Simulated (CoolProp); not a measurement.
Saturation properties of R13 (Tc = 303.0 K, pc = 3.973 MPa, ω = 0.175).

Model: reference Helmholtz-energy equation of state, Platzer 1990, in CoolProp. This equation is an older, rougher fit; its heat capacities, sound speeds and derivatives of the liquid may be far off and weren't checked against measurements.

```csv
T (K),p (MPa),vapour density (kg/m³),vapour viscosity (µPa s)
225.4,0.4558,28.75,10.9
234.4,0.6295,39.46,11.4
243.3,0.8451,53.04,12.0
252.3,1.114,70.63,12.6
261.3,1.440,93.26,13.4
270.2,1.827,122.5,14.3
279.2,2.292,162.4,15.5
288.2,2.840,220.4,17.4
```

It boils at 191.7 K under 1 atm.

Viscosity comes from a separate model (Huber 2003), an estimate that may be off by 10 % or more.
